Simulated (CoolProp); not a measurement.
Hexamethyldisiloxane (MM) at 310.93 K and 0.271 MPa is throttled through a valve to 0.158 MPa with no heat exchange. Each further row changes one setting.

The numbers come from the reference Helmholtz-energy equation of state, Thol 2016 in CoolProp.

```tsv
case	temperature change (K)
as stated	+0.0
outlet pressure 0.0474 MPa	+0.1
outlet pressure 0.205 MPa	+0.0
```
